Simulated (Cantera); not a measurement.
Charge: 1 mol Fe, 0.022 mol CO2, 1.4 mol CO, 0.0016 mol H2S, held at 1.00 Torr.

Method: chemical equilibrium by Gibbs-energy minimisation in Cantera with the NASA 1993 tables (ideal gas, pure condensed phases). Candidate condensed phases: C, C6H6, C7H8, C8H18, Fe, Fe(CO)5, FeO, Fe(OH)2, Fe(OH)3, FeS, FeSO4, FeS2, Fe2O3, Fe2(SO4)3, Fe3O4, H2O, H2SO4, S; 127 gas species. Metal and sulfide melt together well below either melting point, which pure phases cannot show. Mutual solubility and eutectic melting of coexisting phases are not modelled. FeS: taken at fixed stoichiometry. Gases not in the tables: S3 to S7. The numbers say what is thermodynamically allowed, not how fast it happens.

Task: Which condensed phases are stable at each of these points (T (°C)): 950, 1000, 1050, 1100, 1150, 1200, 1250, 1300, 1350, 1400, 1450?

Result: 
```tsv
T (°C)	condensed phases	Fe condensed (%)
950	Fe(γ) + FeS(s)	100.0
1000	Fe(γ) + FeS(s)	100.0
1050	Fe(γ)	100.0
1100	Fe(γ)	100.0
1150	Fe(γ)	100.0
1200	Fe(γ)	100.0
1250	Fe(γ)	100.0
1300	Fe(γ)	99.9
1350	Fe(γ)	99.8
1400	Fe(δ)	99.6
1450	Fe(δ)	99.0
```

From 950 °C to 1000 °C the condensed part is Fe(γ) + FeS(s). From 1050 °C to 1350 °C the condensed part is Fe(γ). From 1400 °C to 1450 °C the condensed part is Fe(δ).
